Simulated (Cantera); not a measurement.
## Low-pressure radical oxidation in H2/O2

An isothermal, constant-pressure homogeneous reactor starts with 25.4 % H₂, 74.6 % O₂, equivalence ratio 0.17, at 1300 K and 10.00 Torr.

Detailed kinetics in Cantera: the H2/O2 subset of GRI-Mech 3.0, which has no nitrogen chemistry. Radical loss at walls, strong at low pressure, is not modelled. The temperature is held fixed by assumption; the heat of reaction is taken as removed at once.

```tsv
t (s)	x H₂	x O₂	x H₂O₂	x H₂O	x OH	x H	x O
0.000700	0.142	0.685	3.35e-7	0.0790	0.0154	0.0496	0.0290
0.00147	0.0143	0.604	3.07e-7	0.191	0.0155	0.0857	0.0894
0.00307	0.0133	0.615	3.30e-7	0.202	0.0151	0.0737	0.0804
0.00644	0.0113	0.636	3.72e-7	0.223	0.0140	0.0527	0.0637
0.0135	0.00734	0.666	4.19e-7	0.252	0.0116	0.0251	0.0385
0.0282	0.00290	0.693	3.83e-7	0.277	0.00739	0.00577	0.0144
0.0592	0.000699	0.705	2.36e-7	0.287	0.00364	0.000660	0.00341
0.124	0.000149	0.708	1.13e-7	0.289	0.00169	6.46e-5	0.000725
0.260	3.68e-5	0.709	5.18e-8	0.290	0.000843	8.01e-6	0.000180
0.544	1.10e-5	0.709	2.41e-8	0.290	0.000463	1.32e-6	5.43e-5
1.14	3.83e-6	0.709	1.15e-8	0.290	0.000274	2.73e-7	1.90e-5
2.39	1.49e-6	0.709	5.62e-9	0.290	0.000171	6.66e-8	7.40e-6
5.00	6.49e-7	0.709	2.95e-9	0.291	0.000113	1.92e-8	3.23e-6
```
x: mole fraction; the columns are a selection and need not sum to one.

Equilibrium at this temperature and pressure: H₂ 2.61e-7, O₂ 0.709, H₂O₂ 1.55e-9, H₂O 0.291, OH 7.16e-5, H 4.93e-9, O 1.30e-6 (gas phase only).
